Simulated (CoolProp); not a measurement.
Vapour-liquid equilibrium of hydrogen sulfide (1) + n-heptane (2) at 0.169 MPa; x and y are mole fractions of (1).

Model: multi-fluid Helmholtz-energy mixture model, Lemmon 2006 and Span 2003; pair parameters Kunz 2012, in CoolProp.

```
x     bubble temperature, mixture model (K)  bubble temperature, Raoult's law (K)  y, mixture model  y, Raoult's law
----  -------------------------------------  ------------------------------------  ----------------  ---------------
0.05                                  308.9                                 316.8             0.940            0.919
0.2                                   245.9                                 266.3             0.999            0.995
0.35                                  234.3                                 249.6             1.000            0.999
0.5                                   230.5                                 240.0             1.000            1.000
0.65                                  228.6                                 233.5             1.000            1.000
0.8                                   226.8                                 228.5             1.000            1.000
0.95                                  224.5                                 224.6             1.000            1.000
```

The largest gap from Raoult's law is -20.4 K in bubble temperature, at x = 0.2. No azeotrope shows between x = 0.05 and 0.95.

The pair parameters rest on a limited set of measurements; away from them the model extrapolates. With so large a gap from Raoult's law the liquid may split in two, which this calculation doesn't test in full.
